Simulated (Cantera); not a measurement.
Input (Python, Cantera) and output of one run.

```python
import numpy as np
import cantera as ct

gas_names = """
    CL CLO CL2 H HCL HOCL HO2 H2 H2O H2O2 O OH O2 O3 Ti TiCL TiCL2 TiCL3 TiCL4 TiO TiOCL TiOCL2 TiO2
""".split()
cond_names = """
    H2O(s) H2O(L) Ti(a) Ti(b) Ti(L) TiCL2(s) TiCL3(s) TiCL4(L) TiO(a) TiO(b) TiO(L) TiO2(ru) TiO2(L)
    Ti2O3(a) Ti2O3(b) Ti2O3(L) Ti3O5(a) Ti3O5(b) Ti3O5(L) Ti4O7(s) Ti4O7(L)
""".split()


# ... load() reads the species with a 1 bar reference pressure and builds the phases ...
atoms = {
    'TiCl4': {'Ti': 1, 'CL': 4},
    'H2O': {'H': 2, 'O': 1},
}
top_T = {'TiCL2(s)': 1300, 'TiCL3(s)': 1000}  # K; cautious upper limits of use, not melting points


# ... equilibrate(T, P, feed) seeds the gas with the atoms and calls Mixture.equilibrate('TP', solver="vcs", rtol=1e-11, max_steps=5000) ...
results = []
T = 1650  # K
P = 1600  # Pa
for m in [0.42, 0.72, 1.2, 2.1, 3.5, 6, 10, 17, 30]:
    feed = {'TiCl4': 1, 'H2O': m}  # mol
    mix = equilibrate(T, P, feed)
    results.append((T, P, feed, dict(zip(mix.species_names, mix.species_moles))))
    x = sorted(zip(gas.X, gas.species_names), reverse=True)
    print(f"T = {T:g} K  P = {P:g} Pa  n(H2O) = {m:g} mol  gas = {mix.phase_moles(0):.4g} mol")
    print("   x: " + "  ".join(f"{s} {v:.3e}" for v, s in x if v > 1e-05))
    print("   condensed (mol): " + ("  ".join(f"{mix.phase(i).name} {mix.phase_moles(i):.4g}"
          for i in range(1, mix.n_phases) if mix.phase_moles(i) > 1e-12) or "none"))
```

Result:

```
T = 1650 K  P = 1600 Pa  n(H2O) = 0.42 mol  gas = 1.696 mol
   x: HCL 4.950e-01  TiCL4 4.255e-01  TiCL3 3.984e-02  CL 3.785e-02  CL2 1.068e-03  TiOCL2 6.325e-04  H2 5.423e-05  H2O 4.491e-05  TiCL2 1.277e-05
   condensed (mol): TiO2(ru) 0.2094
T = 1650 K  P = 1600 Pa  n(H2O) = 0.72 mol  gas = 2.146 mol
   x: HCL 6.703e-01  TiCL4 2.667e-01  TiCL3 3.125e-02  CL 3.024e-02  CL2 6.815e-04  TiOCL2 5.008e-04  H2 1.558e-04  H2O 1.040e-04  TiCL2 1.254e-05
   condensed (mol): TiO2(ru) 0.3594
T = 1650 K  P = 1600 Pa  n(H2O) = 1.2 mol  gas = 2.859 mol
   x: HCL 8.379e-01  TiCL4 1.195e-01  CL 2.079e-02  TiCL3 2.036e-02  H2 5.150e-04  TiOCL2 3.352e-04  CL2 3.222e-04  H2O 2.429e-04  H 1.630e-05  TiCL2 1.188e-05
   condensed (mol): TiO2(ru) 0.5992
T = 1650 K  P = 1600 Pa  n(H2O) = 2.1 mol  gas = 4.117 mol
   x: HCL 9.629e-01  H2O 2.434e-02  CL 8.357e-03  H2 4.210e-03  CL2 5.206e-05  H 4.660e-05  TiCL4 2.076e-05  OH 1.217e-05
   condensed (mol): TiO2(ru) 0.9999
T = 1650 K  P = 1600 Pa  n(H2O) = 3.5 mol  gas = 5.519 mol
   x: HCL 7.179e-01  H2O 2.715e-01  CL 6.765e-03  H2 3.570e-03  OH 1.474e-04  O2 4.981e-05  H 4.291e-05  CL2 3.412e-05
   condensed (mol): TiO2(ru) 1
T = 1650 K  P = 1600 Pa  n(H2O) = 6 mol  gas = 8.023 mol
   x: H2O 4.978e-01  HCL 4.935e-01  CL 4.997e-03  H2 3.092e-03  OH 2.905e-04  O2 2.232e-04  H 3.994e-05  CL2 1.861e-05
   condensed (mol): TiO2(ru) 1
T = 1650 K  P = 1600 Pa  n(H2O) = 10 mol  gas = 12.03 mol
   x: H2O 6.637e-01  HCL 3.290e-01  CL 3.466e-03  H2 2.858e-03  O2 4.645e-04  OH 4.028e-04  H 3.839e-05
   condensed (mol): TiO2(ru) 1
T = 1650 K  P = 1600 Pa  n(H2O) = 17 mol  gas = 19.04 mol
   x: H2O 7.859e-01  HCL 2.078e-01  H2 2.753e-03  CL 2.231e-03  O2 7.019e-04  OH 4.860e-04  H 3.768e-05
   condensed (mol): TiO2(ru) 1
T = 1650 K  P = 1600 Pa  n(H2O) = 30 mol  gas = 32.06 mol
   x: H2O 8.710e-01  HCL 1.234e-01  H2 2.709e-03  CL 1.335e-03  O2 8.904e-04  OH 5.430e-04  H 3.738e-05
   condensed (mol): TiO2(ru) 1
```

These are equilibrium values from Cantera (NASA tables, ideal gas, pure condensed phases), not measurements of a reactor. The tables' values for TiCl2 are old estimates; treat these amounts as uncertain. Gases not in the tables: TiO(OH)2.
